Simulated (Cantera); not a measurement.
A freely propagating, adiabatic, planar premixed flame of H2 : O2 : N2 : H2O = 1 : 0.694 : 2.61 : 0.12 (molar parts), equivalence ratio 0.72, unburnt at 673 K and 0.160 bar; mixture-averaged transport, grid criteria slope 0.08 and curve 0.16, no radiation.

Model: the H2/O2 subset of GRI-Mech 3.0, which has no nitrogen chemistry, integrated in Cantera. Burning velocities carry a grid error of a few per cent, more on coarse grids.

Q: Predict: laminar burning velocity; thermal thickness; peak x(OH); peak x(HO2); peak x(O).

A: 
- laminar burning velocity: 655 cm/s
- thermal thickness: 5.42 mm
- peak x(OH): 0.0165
- peak x(HO2): 5.69e-5
- peak x(O): 0.0171
